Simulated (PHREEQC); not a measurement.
Synthetic water in mg/L, 60 °C, pH 7.86, pe 9:

| constituent | mg/L |
|---|---|
| Na | 189 |
| K | 235 |
| Ca | 28.5 |
| Mg | 33.6 |
| Cl | 143 |
| S(6) as SO4 | 543 |
| Alkalinity as HCO3 | 169 |
| Pb | 1.1 |
| Sr | 0.31 |
| Br | 0.514 |
| Zn | 0.435 |
| Si as SiO2 | 20.6 |
| Cd | 0.49 |

Valence states are taken as typed.

Equilibrium calculation in PHREEQC: ion-association model, phreeqc.dat.

The ionic strength comes out as 0.0224 mol/kgw, the specific conductance is 3550 µS/cm and the charge-balance error is 1.0 %.

```csv
species,molality,activity,log γ
Na+,0.00809,0.00695,-0.066
K+,0.00584,0.00498,-0.069
SO4-2,0.00462,0.00252,-0.262
Cl-,0.00404,0.00345,-0.069
HCO3-,0.00259,0.00223,-0.064
Mg+2,0.000780,0.000437,-0.252
MgSO4,0.000576,0.000579,0.002
Ca+2,0.000522,0.000288,-0.258
H4SiO4,0.000332,0.000334,0.002
KSO4-,0.000177,0.000153,-0.064
```

Precipitation was switched off in this run. The solution is supersaturated, for example in Otavite, Pb(OH)2, so a real one may precipitate; this is no full list. At this temperature some constants are extrapolated from 25 °C, and those without enthalpy data are left unchanged. The database's zinc carbonate complexes are estimates, stronger than later reviews accept.
